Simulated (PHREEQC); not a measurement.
Make-up at 41 °C: 0.0061 mol/kgw Pb(NO3)2 and 0.044 mol/kgw MgSO4. Closed to the air; pH follows from the charge balance.

Model: ion-association model, phreeqc.dat, run in PHREEQC.

No solid was allowed to form.

Problem. Order these Pb species by the share of Pb that they hold, largest first: PbOH+, PbSO4, PbNO3+, Pb(SO4)2-2, Pb+2.

Solution. PbSO4 (54 %), Pb+2 (38 %), Pb(SO4)2-2 (5.4 %), PbNO3+ (2.4 %), PbOH+ (0.11 %)

Problem. Order these S species by the share of S that they hold, largest first: Pb(SO4)2-2, PbSO4, SO4-2, MgSO4.

Solution. MgSO4 (49 %), SO4-2 (42 %), PbSO4 (7.4 %), Pb(SO4)2-2 (1.5 %)

The pH is 5.50 and the ionic strength 0.0940 mol/kgw. Saturation is exceeded, for instance for Anglesite, Pb(OH)2; the values hold only as long as no solid forms. At this temperature some constants are extrapolated from 25 °C, and those without enthalpy data are left unchanged.
